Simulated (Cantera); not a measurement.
Input (Python, Cantera):

```python
import numpy as np
import cantera as ct

gas = ct.Solution("gri30.yaml")
gas.TPX = 1350, 1000000, {'CH4': 0.017, 'O2': 0.0067, 'N2': 1}
reactor = ct.IdealGasConstPressureReactor(gas, energy="off", clone=False)
net = ct.ReactorNet([reactor])
net.rtol, net.atol = 1e-08, 1e-18
show = ['CH4', 'O2', 'CO', 'CH2', 'HO2', 'HCO', 'NO']
times = np.geomspace(3e-05, 200, 13)

steps = ct.SolutionArray(gas, extra=["t"])
rows = []
print(f"{'t/s':>10s}{'T/K':>9s}{'P/Pa':>11s}" + "".join(f"{s:>11s}" for s in show))
for t in times:
    while net.time < t:
        t_next = net.step()
        steps.append(gas.state, t=t_next)
    rows.append([np.interp(t, steps.t, y) for y in (steps.T, steps.P, *steps(*show).X.T)])
    print(f"{t:10.3e}{rows[-1][0]:9.1f}{rows[-1][1]:11.4g}" + "".join(f"{x:11.3e}" for x in rows[-1][2:]))
rate = np.gradient(steps.T, steps.t)
print("integrator steps:", len(steps.t))
if steps.T.max() > steps.T[0] + 200:
    print(f"time of steepest temperature rise: {steps.t[rate.argmax()]:.4e} s")
gas.TPX = 1350, 1000000, {'CH4': 0.017, 'O2': 0.0067, 'N2': 1}
gas.equilibrate("TP")
print(f"equilibrium (TP): T = {gas.T:.1f} K  " + "  ".join(f"{s} {gas[s].X[0]:.3e}" for s in show))
```

It prints:

```
       t/s      T/K       P/Pa        CH4         O2         CO        CH2        HO2        HCO         NO
 3.000e-05   1350.0      1e+06  1.661e-02  6.545e-03  3.920e-13  3.644e-15  1.768e-08  7.694e-16  8.772e-18
 1.111e-04   1350.0      1e+06  1.661e-02  6.545e-03  2.163e-11  4.909e-14  4.690e-08  1.600e-14  5.300e-17
 4.116e-04   1350.0      1e+06  1.660e-02  6.544e-03  1.857e-09  6.269e-13  5.968e-08  4.588e-13  4.781e-16
 1.524e-03   1350.0      1e+06  1.660e-02  6.542e-03  9.809e-08  1.687e-12  5.552e-08  5.492e-12  3.755e-15
 5.646e-03   1350.0      1e+06  1.656e-02  6.529e-03  2.183e-06  2.688e-12  7.552e-08  2.964e-11  2.151e-14
 2.091e-02   1350.0      1e+06  1.638e-02  6.446e-03  4.125e-05  8.730e-12  1.439e-07  1.480e-10  2.391e-13
 7.746e-02   1350.0      1e+06  1.484e-02  5.585e-03  6.192e-04  1.961e-10  3.313e-07  5.589e-10  1.726e-11
 2.869e-01   1350.0      1e+06  8.776e-03  2.843e-04  4.570e-03  4.247e-10  3.409e-08  6.207e-11  5.257e-10
 1.063e+00   1350.0      1e+06  8.230e-03  4.662e-06  4.702e-03  1.131e-11  3.502e-10  7.899e-12  1.792e-10
 3.936e+00   1350.0      1e+06  7.241e-03  3.423e-12  4.555e-03  5.819e-12  3.050e-16  8.379e-12  6.443e-12
 1.458e+01   1350.0      1e+06  5.348e-03  3.061e-16  4.377e-03  5.249e-12  3.029e-19  1.061e-11  1.281e-12
 5.400e+01   1350.0      1e+06  4.463e-03  2.391e-16  4.740e-03  4.735e-12  2.843e-19  1.345e-11  1.104e-12
 2.000e+02   1350.0      1e+06  4.558e-03  1.646e-16  5.873e-03  3.594e-12  1.824e-19  1.747e-11  7.053e-13
integrator steps: 1950
equilibrium (TP): T = 1350.0 K  CH4 1.265e-03  O2 3.117e-24  CO 1.281e-02  CH2 3.337e-13  HO2 2.227e-27  HCO 5.165e-11  NO 2.309e-15
```

Model: GRI-Mech 3.0 (53 species, 325 reactions), integrated in Cantera.
